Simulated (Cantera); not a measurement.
Feed: 1 mol HBr, 0.025 mol O2, equilibrated at 2423 K and 0.00340 bar.

Cantera equilibrium calculation (NASA polynomials, part measured and part estimated; ideal gas, pure solids and liquids). Candidate condensed phases: Br2, H2O; 12 gas species. The numbers say what is thermodynamically allowed, not how fast it happens.

Base state: Br 0.572, H2 0.191, H 0.133, HBr 0.0715, H2O 0.0268, OH 0.00353, O 0.00164, O2 9.50e-5 (mole fractions); condensed: gas only.

What changes in the equilibrium state with this change: temperature from 2423 K to 1875 K?


| species | before | after |
|---|---|---|
| HBr | 0.0715 | 0.416 |
| Br | 0.572 | 0.387 |
| H2 | 0.191 | 0.152 |
| H | 0.133 | 0.00438 |
| H2O | 0.0268 | 0.0401 |
| O | 0.00164 | 1.97e-6 |
| O2 | 9.50e-5 | 2.29e-7 |

What changes in the equilibrium state with this change: 0.89 mol H2 added?


```json
[
 {"species": "H2", "before": "0.191", "after": "0.398"},
 {"species": "Br", "before": "0.572", "after": "0.331"},
 {"species": "H", "before": "0.133", "after": "0.192"},
 {"species": "H2O", "before": "0.0268", "after": "0.0174"},
 {"species": "HBr", "before": "0.0715", "after": "0.0596"},
 {"species": "O2", "before": "9.50e-5", "after": "9.19e-6"},
 {"species": "O", "before": "0.00164", "after": "0.000509"}
]
```
